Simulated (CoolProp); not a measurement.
Values from CoolProp's reference Helmholtz-energy equation of state, Schroeder 2014.

### Question
For ethanol, give the phase and the speed of sound (m/s), Joule-Thomson coefficient (K/MPa), expansivity (1/kK), fugacity coefficient at 39.85 °C and 33100 kPa; 111.15 °C and 33100 kPa; 218.15 °C and 33100 kPa.

### Answer
- 39.85 °C and 33100 kPa: liquid; speed of sound 1280, Joule-Thomson coefficient -0.353, expansivity 0.931, fugacity coefficient 0.00112
- 111.15 °C and 33100 kPa: liquid; speed of sound 1100, Joule-Thomson coefficient -0.236, expansivity 1.18, fugacity coefficient 0.0176
- 218.15 °C and 33100 kPa: liquid; speed of sound 804, Joule-Thomson coefficient -0.000830, expansivity 2.03, fugacity coefficient 0.165
